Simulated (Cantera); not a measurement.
**Premixed flame**

A freely propagating, adiabatic, planar premixed flame of H2 : O2 : N2 : H2O = 1 : 0.357 : 1.34 : 0.15 (molar parts), unburnt at 723 K and 143 Torr; mixture-averaged transport, grid criteria slope 0.08 and curve 0.16, no radiation.

Cantera simulation using the H2/O2 subset of GRI-Mech 3.0, which has no nitrogen chemistry; the numbers are that mechanism's predictions, not measurements. Burning velocities carry a grid error of a few per cent, more on coarse grids.

```tsv
z (mm)	T (K)	u (m/s)	x H2	x O2	x H	x O	x H2O2	x OH
-13.4	723	10.1	0.351	0.125	<1e-8	<1e-8	<1e-8	<1e-8
-8.92	723	10.1	0.351	0.125	<1e-8	<1e-8	<1e-8	<1e-8
-6.69	723	10.1	0.351	0.125	<1e-8	<1e-8	<1e-8	<1e-8
-4.46	723	10.1	0.351	0.125	3.28e-7	<1e-8	<1e-8	<1e-8
-2.23	727	10.2	0.350	0.125	0.000360	9.38e-6	2.02e-7	1.45e-5
-1.12	820	11.4	0.331	0.121	0.00928	0.000365	4.11e-7	0.000277
0	1173	15.9	0.191	0.0718	0.0773	0.00678	8.07e-7	0.00344
1.12	1427	19.1	0.0948	0.0188	0.112	0.00997	8.47e-7	0.00800
2.23	1534	20.4	0.0920	0.0136	0.104	0.00968	6.72e-7	0.00995
4.46	1662	21.9	0.0971	0.0116	0.0891	0.00892	4.26e-7	0.0120
8.92	1807	23.5	0.102	0.00946	0.0728	0.00758	2.32e-7	0.0137
17.8	1958	25.2	0.106	0.00712	0.0567	0.00583	1.22e-7	0.0147
35.7	2104	26.7	0.108	0.00486	0.0420	0.00398	6.81e-8	0.0143
```
x: mole fraction of selected species; z is measured from the peak of heat release.

| Item | Result |
|---|---|
| laminar burning velocity | 1010 cm/s |
| thermal thickness | 4.46 mm |
| peak x(H) | 0.112 |
| peak x(O) | 0.00999 |
| peak x(H2O2) | 9.26e-7 |
| peak x(OH) | 0.0147 |
